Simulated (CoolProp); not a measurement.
Properties of ammonia along the isotherm 67.95 °C.

The numbers come from the reference Helmholtz-energy equation of state, Gao 2020 in CoolProp.

```csv
p (bar),phase,cp (kJ/(kg K)),Joule-Thomson coefficient (K/MPa),viscosity (µPa s)
1.8,gas,2.224,17.48,11.7
3.69,gas,2.295,17.36,11.7
7.58,gas,2.458,17.11,11.6
15.6,gas,2.886,16.58,11.5
65.6,liquid,5.269,0.08318,90.5
135,liquid,5.048,0.02912,95.7
277,liquid,4.771,-0.04102,105
568,liquid,4.482,-0.1164,121
```

Viscosity comes from a separate model (Fenghour 1995).
